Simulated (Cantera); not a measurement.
Cantera run:

```python
import numpy as np
import cantera as ct

gas_names = [...]  # 116 gases of nasa_gas.yaml made of C, H, Mg, O
cond_names = """
    C(gr) C6H6(L) C7H8(L) C8H18(L),n-octa H2O(s) H2O(L) Mg(cr) Mg(L) MgCO3(s) MgO(s) MgO(L) MgO2H2(s)
""".split()


# ... load() reads the species with a 1 bar reference pressure and builds the phases ...
atoms = {
    'MgCO3': {'Mg': 1, 'C': 1, 'O': 3},
    'CO2': {'C': 1, 'O': 2},
    'H2O': {'H': 2, 'O': 1},
    'C': {'C': 1},
}
top_T = {'C(gr)': 4500}  # K; cautious upper limits of use, not melting points


# ... equilibrate(T, P, feed) seeds the gas with the atoms and calls Mixture.equilibrate('TP', solver="vcs", rtol=1e-11, max_steps=5000) ...
results = []
feed = {'MgCO3': 1, 'CO2': 2.5, 'H2O': 0.097, 'C': 0.58}  # mol
P = 133.322  # Pa
for T in [1275, 1375, 1475, 1575, 1675, 1775, 1875, 1975, 2075]:
    mix = equilibrate(T, P, feed)
    results.append((T, P, feed, dict(zip(mix.species_names, mix.species_moles))))
    x = sorted(zip(gas.X, gas.species_names), reverse=True)
    print(f"T = {T:g} K  P = {P:g} Pa  gas = {mix.phase_moles(0):.4g} mol")
    print("   x: " + "  ".join(f"{s} {v:.3e}" for v, s in x if v > 1e-06))
    print("   condensed (mol): " + ("  ".join(f"{mix.phase(i).name} {mix.phase_moles(i):.4g}"
          for i in range(1, mix.n_phases) if mix.phase_moles(i) > 1e-12) or "none"))
```

Result:

```
T = 1275 K  P = 133.322 Pa  gas = 4.177 mol
   x: CO2 7.035e-01  CO 2.733e-01  H2O 1.882e-02  H2 4.398e-03  H 1.339e-06
   condensed (mol): MgO(s) 1
T = 1375 K  P = 133.322 Pa  gas = 4.177 mol
   x: CO2 7.028e-01  CO 2.740e-01  H2O 1.954e-02  H2 3.684e-03  H 5.696e-06
   condensed (mol): MgO(s) 1
T = 1475 K  P = 133.322 Pa  gas = 4.177 mol
   x: CO2 7.022e-01  CO 2.745e-01  H2O 2.005e-02  H2 3.157e-03  H 1.996e-05  OH 3.322e-06
   condensed (mol): MgO(s) 1
T = 1575 K  P = 133.322 Pa  gas = 4.177 mol
   x: CO2 7.018e-01  CO 2.749e-01  H2O 2.043e-02  H2 2.758e-03  H 5.977e-05  OH 1.608e-05
   condensed (mol): MgO(s) 1
T = 1675 K  P = 133.322 Pa  gas = 4.178 mol
   x: CO2 7.014e-01  CO 2.752e-01  H2O 2.066e-02  H2 2.445e-03  H 1.572e-04  OH 6.427e-05  O2 1.273e-05  Mg 5.082e-06  O 3.338e-06
   condensed (mol): MgO(s) 1
T = 1775 K  P = 133.322 Pa  gas = 4.179 mol
   x: CO2 7.008e-01  CO 2.756e-01  H2O 2.073e-02  H2 2.190e-03  H 3.710e-04  OH 2.186e-04  O2 1.215e-04  Mg 3.166e-05  O 2.890e-05
   condensed (mol): MgO(s) 0.9999
T = 1875 K  P = 133.322 Pa  gas = 4.185 mol
   x: CO2 6.979e-01  CO 2.769e-01  H2O 2.048e-02  H2 1.975e-03  O2 8.950e-04  H 7.979e-04  OH 6.448e-04  O 1.971e-04  Mg 1.629e-04  MgOH 2.242e-06  MgO 1.123e-06
   condensed (mol): MgO(s) 0.9993
T = 1975 K  P = 133.322 Pa  gas = 4.213 mol
   x: CO2 6.846e-01  CO 2.839e-01  H2O 1.959e-02  O2 4.996e-03  H2 1.809e-03  OH 1.645e-03  H 1.594e-03  O 1.066e-03  Mg 7.331e-04  MgO 9.414e-06  MgOH 8.294e-06
   condensed (mol): MgO(s) 0.9968
T = 2075 K  P = 133.322 Pa  gas = 4.306 mol
   x: CO2 6.403e-01  CO 3.072e-01  O2 1.905e-02  H2O 1.751e-02  O 4.406e-03  OH 3.504e-03  Mg 3.164e-03  H 3.035e-03  H2 1.731e-03  MgO 6.413e-05  MgOH 2.742e-05  MgO2H2 1.227e-06
   condensed (mol): MgO(s) 0.986
```

Method: chemical equilibrium by Gibbs-energy minimisation in Cantera with the NASA 1993 tables (ideal gas, pure condensed phases).
